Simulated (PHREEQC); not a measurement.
PHREEQC input (ion-association model, phreeqc.dat):

```
SOLUTION_SPECIES
  CO3-2 + 10 H+ + 8 e- = CH4 + 3 H2O  # shut off: no methane
    -log_k -100
    -delta_h 0
    -analytic -100
SOLUTION 1
  temp 25
  units mol/kgw
  pH 7 charge
  C(4) 0.29
  Na 0.58
END
SELECTED_OUTPUT 1
  -reset false
  -pH true
  -pe true
  -ionic_strength true
  -water true
  -totals C Na C(-4) C(4) Hdg
  -molalities H+ Na+ CO3-2 OH- HCO3- CO2 (CO2)2 NaOH NaCO3- NaHCO3
USER_PUNCH 1
  -headings p_CO2(g) phi_CO2(g) p_Hdg(g) phi_Hdg(g) p_H2O(g) phi_H2O(g) density
  10 PUNCH PR_P("CO2(g)"), PR_PHI("CO2(g)"), PR_P("Hdg(g)"), PR_PHI("Hdg(g)"), PR_P("H2O(g)"), PR_PHI("H2O(g)"), RHO
PRINT
  -reset false
USE solution 1
REACTION_TEMPERATURE 1
  10
GAS_PHASE 1
  -fixed_pressure
  -pressure 1
  -temperature 10
  -volume 20
  CO2(g) 0.47
  Hdg(g) 0.53
  H2O(g) 0
END
# ... the last block is repeated for the other 9 points of P (atm)
```

Selected output (columns that matter, 10 of 10 rows; P (atm) added in front):

```
P (atm)	pH	mu	C	Na	Hdg	m_H+	m_Na+	p_CO2(g)	phi_CO2(g)	p_Hdg(g)	phi_Hdg(g)	p_H2O(g)	phi_H2O(g)	density
1	7.9817	0.51373	0.58336	0.58299	0.00061811	1.3592e-08	0.50914	0.19871	0.99622	0.78915	1.0004	0.012141	0.99325	1.0359
2	7.4501	0.5119	0.61323	0.58307	0.0010127	4.6213e-08	0.51052	0.69528	0.99071	1.2925	1.0016	0.012252	0.98444	1.0363
3	7.2305	0.51155	0.63617	0.58309	0.0014288	7.6627e-08	0.51071	1.1641	0.98549	1.8236	1.0028	0.012362	0.97601	1.0365
5	6.9829	0.51124	0.67914	0.5831	0.0022719	1.355e-07	0.51076	2.0878	0.97525	2.8996	1.0051	0.012586	0.95946	1.037
7.5	6.7992	0.51101	0.73056	0.58311	0.0033298	2.0682e-07	0.5107	3.237	0.96263	4.2501	1.0081	0.012871	0.93918	1.0376
10	6.6739	0.51083	0.78019	0.58312	0.0043883	2.7601e-07	0.51059	4.3854	0.95017	5.6014	1.0111	0.013163	0.91929	1.0381
15	6.5036	0.51051	0.87469	0.58313	0.0065046	4.0847e-07	0.51035	6.6839	0.92574	8.3024	1.0174	0.013772	0.8806	1.0391
20	6.3877	0.51021	0.96325	0.58314	0.0086195	5.334e-07	0.51009	8.9859	0.90192	11	1.0238	0.014414	0.84334	1.0401
30	6.2326	0.50963	1.1237	0.58315	0.012849	7.6212e-07	0.50954	13.601	0.85606	16.383	1.0372	0.015803	0.77295	1.0419
40	6.1302	0.50906	1.2633	0.58317	0.017083	9.6476e-07	0.50899	18.232	0.81254	21.751	1.0514	0.017347	0.70787	1.0434
```

At this temperature some constants are extrapolated from 25 °C, and those without enthalpy data are left unchanged.
